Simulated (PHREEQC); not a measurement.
Model water analysis in mmol/kgw, 25 °C, pH 7.39, pe 0.2:

| constituent | mmol/kgw |
|---|---|
| Na | 0.0606 |
| K | 0.00267 |
| Ca | 0.0323 |
| Mg | 0.0109 |
| Cl | 0.0413 |
| S(6) | 0.000538 |
| Alkalinity (meq/kgw) | 0.106 |
| Sr | 0.0033 |
| Si | 1.52e-05 |

Valence states are taken as typed.

All values are PHREEQC results (ion-association model, phreeqc.dat), not measurements.

```
Quantity                        Result
--------------------  ----------------
ionic strength        0.000199 mol/kgw
charge-balance error             2.6 %
```

```tsv
species	molality	activity	log γ
HCO3-	0.000106	0.000104	-0.007
Na+	6.06e-5	5.96e-5	-0.007
Cl-	4.13e-5	4.06e-5	-0.007
Ca+2	3.22e-5	3.02e-5	-0.028
Mg+2	1.09e-5	1.02e-5	-0.028
CO2	9.50e-6	9.50e-6	0.000
Sr+2	3.29e-6	3.09e-6	-0.028
K+	2.67e-6	2.63e-6	-0.007
SO4-2	5.34e-7	5.00e-7	-0.028
OH-	2.53e-7	2.48e-7	-0.007
CO3-2	1.27e-7	1.20e-7	-0.028
H+	4.14e-8	4.07e-8	-0.007
CaHCO3+	4.07e-8	4.00e-8	-0.007
```

Precipitation was switched off in this run.
